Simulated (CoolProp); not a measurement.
Octamethylcyclotetrasiloxane (D4) at several states: Z from the reference equation and from simpler models built on Tc = 586.5 K, pc = 1.347 MPa, ω = 0.598; each cubic takes its own stable root.

The numbers come from the reference Helmholtz-energy equation of state, Thol 2015 in CoolProp.

```
T (K)  p (MPa)   phase  reference
-----  -------  ------  ---------
486.3   0.0574     gas     0.9690
432.4     1.03  liquid     0.1073
584.7     2.19  liquid     0.2524
```

Q: How far does each simpler model (van der Waals, Peng-Robinson) lie from the reference over these 3 states: mean and median of the absolute difference, and the worst?

A: 
- van der Waals: mean 39.1 %, median 45.6 %, worst +70.6 % at 432.4 K and 1.03 MPa
- Peng-Robinson: mean 3.3 %, median 3.0 %, worst +6.8 % at 584.7 K and 2.19 MPa
